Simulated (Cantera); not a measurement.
A closed system holds: 1 mol MgO, 7.3 mol Cl2, 59 mol N2, equilibrated at 1000 K and 1.33 mbar.

These are equilibrium values from Cantera (NASA tables, ideal gas, pure condensed phases), not measurements of a reactor. Candidate condensed phases: Mg, MgCl2, MgO; 18 gas species. Equilibrium is a limit: real reactors are often held back by kinetics, nucleation or transport.

Base state: N2 0.887, Cl2 0.104, MgCl2 0.00367, Cl 0.00344, O2 0.00184 (mole fractions); condensed: MgO(s).

Task: What changes in the equilibrium state with this change: pressure from 1.33 mbar to 12.0 Pa?

Result: 
| species | before | after |
|---|---|---|
| N2 | 0.887 | 0.882 |
| Cl2 | 0.104 | 0.0958 |
| Cl | 0.00344 | 0.0110 |
| MgCl2 | 0.00367 | 0.00775 |
| O2 | 0.00184 | 0.00387 |
| MgO(s), mol | 0.756 | 0.482 |

Task: What changes in the equilibrium state with this change: MgO replaced by SiO2?

Result: 
```csv
species,before,after
N2,0.887,0.888
Cl2,0.104,0.108
Cl,0.00344,0.00350
MgCl2,0.00367,0
O2,0.00184,6.56e-7
"MgO(s), mol",0.756,0
"SiO2(β-quartz), mol",0,1.000
```
Further candidate phases: Si, SiO2, Si2N2O, Si3N4.

Task: What changes in the equilibrium state with this change: temperature from 1000 K to 1198.15 K?

Result: 
```json
[
 {"species": "N2", "before": "0.887", "after": "0.868"},
 {"species": "Cl2", "before": "0.104", "after": "0.0753"},
 {"species": "Cl", "before": "0.00344", "after": "0.0348"},
 {"species": "MgCl2", "before": "0.00367", "after": "0.0147"},
 {"species": "NO", "before": "3.10e-6", "after": "3.78e-5"},
 {"species": "O2", "before": "0.00184", "after": "0.00733"},
 {"species": "MgO(s), mol", "before": "0.756", "after": "0"}
]
```
